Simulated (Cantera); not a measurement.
Feed: 1 mol C₂H₆, 0.19 mol NH₃, equilibrated at 523.15 K and 1.30 bar.

Equilibrium computed with Cantera from the NASA thermochemical tables; the gas is ideal and each condensed phase is pure. Candidate condensed phases: C, C₆H₆, C₇H₈, C₈H₁₈; 92 gas species. Equilibrium is a limit: real reactors are often held back by kinetics, nucleation or transport.

Base state: CH₄ 0.920, N₂ 0.0539, H₂ 0.0259, NH₃ 0.000234 (mole fractions); condensed: C(graphite).

Q: What changes in the equilibrium state with this change: 0.0048 mol O₂ added?

A: 
| species | before | after |
|---|---|---|
| CH₄ | 0.920 | 0.915 |
| N₂ | 0.0539 | 0.0537 |
| H₂ | 0.0259 | 0.0258 |
| H₂O | 0 | 0.00543 |
| NH₃ | 0.000234 | 0.000232 |
| C(graphite), mol | 0.381 | 0.385 |
Further candidate phases: H₂O.

Q: What changes in the equilibrium state with this change: NH₃ from 0.19 to 1.2 mol?

A: 
```
species             before   after
----------------  --------  ------
CH₄                  0.920   0.594
H₂                  0.0259   0.222
N₂                  0.0539   0.173
NH₃               0.000234  0.0105
C(graphite), mol     0.381       0
```
